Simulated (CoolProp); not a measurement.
Saturation properties of chlorine (Tc = 416.9 K, pc = 7.642 MPa, ω = 0.070).

Model: reference Helmholtz-energy equation of state, Thol 2021, in CoolProp.

```
T (K)  p (MPa)  liquid density (kg/m³)  enthalpy of vaporisation (kJ/kg)
-----  -------  ----------------------  --------------------------------
228.5  0.06170                    1593                             292.9
233.5  0.07830                    1579                             290.2
238.5  0.09825                    1566                             287.4
243.5   0.1220                       ?                             284.5
248.5   0.1500                    1538                             281.6
253.5   0.1828                    1524                             278.6
258.5   0.2209                    1510                             275.5
263.5   0.2648                       ?                             272.4
268.5   0.3151                       ?                             269.1
273.5   0.3724                    1467                             265.8
278.5   0.4371                    1452                             262.4
283.5   0.5100                    1437                                 ?
288.5   0.5915                    1422                                 ?
293.5   0.6824                    1407                             251.5
```

Problem. Complete the blanks.

Solution. 
- 243.5, liquid density (kg/m³): 1552
- 263.5, liquid density (kg/m³): 1496
- 268.5, liquid density (kg/m³): 1481
- 283.5, enthalpy of vaporisation (kJ/kg): 258.9
- 288.5, enthalpy of vaporisation (kJ/kg): 255.3

It boils at 239.2 K under 1 atm.
